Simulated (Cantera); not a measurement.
Feed: 1 mol SiH4, 0.77 mol C2H4, 46 mol H2, equilibrated at 1250 K and 0.130 bar.

Cantera equilibrium calculation (NASA polynomials, part measured and part estimated; ideal gas, pure solids and liquids). Candidate condensed phases: C, C6H6, C7H8, C8H18, Si, SiC; 87 gas species. Kinetics and transport are ignored.

Base state: H2 0.999, CH4 0.00143 (mole fractions); condensed: C(graphite) + SiC(s).

### Question
What changes in the equilibrium state with this change: pressure from 0.130 bar to 0.220 bar?

### Answer
```tsv
species	before	after
H2	0.999	0.998
CH4	0.00143	0.00241
C(graphite), mol	0.469	0.421
SiC(s), mol	1.00	1.00
```
